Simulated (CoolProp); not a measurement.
A closed Brayton cycle with carbon dioxide: compressor inlet 307.15 K and 9.8 MPa, high pressure 17.8 MPa, turbine inlet 850 K, compressor efficiency 0.8, turbine efficiency 0.93, recuperator effectiveness 0 (on enthalpy, no pinch check). Each further row changes one setting.

The numbers come from the reference Helmholtz-energy equation of state, Span 1996 in CoolProp.

```json
[
 {"case": "as stated", "thermal efficiency (%)": "9.5", "net work (kJ/kg)": "73.1", "compressor to turbine work": "0.15", "compressor exit (K)": "321.4", "turbine exit (K)": "773.6"},
 {"case": "turbine inlet 800 K", "thermal efficiency (%)": "9.5", "net work (kJ/kg)": "67.5", "compressor to turbine work": "0.17", "compressor exit (K)": "321.4", "turbine exit (K)": "726.4"},
 {"case": "compressor inlet 317.15 K", "thermal efficiency (%)": "[?]", "net work (kJ/kg)": "[?]", "compressor to turbine work": "0.21", "compressor exit (K)": "[?]", "turbine exit (K)": "773.6"},
 {"case": "high pressure 15.1 MPa", "thermal efficiency (%)": "[?]", "net work (kJ/kg)": "54.4", "compressor to turbine work": "0.14", "compressor exit (K)": "317.0", "turbine exit (K)": "794.4"},
 {"case": "recuperator effectiveness 0.5", "thermal efficiency (%)": "[?]", "net work (kJ/kg)": "73.1", "compressor to turbine work": "0.15", "compressor exit (K)": "321.4", "turbine exit (K)": "773.6"}
]
```

**Question.** Fill in the missing entries.

**Answer.** 
- compressor inlet 317.15 K, thermal efficiency (%): 9.7
- compressor inlet 317.15 K, net work (kJ/kg): 68.4
- compressor inlet 317.15 K, compressor exit (K): 344.9
- high pressure 15.1 MPa, thermal efficiency (%): 7.0
- recuperator effectiveness 0.5, thermal efficiency (%): 15.6
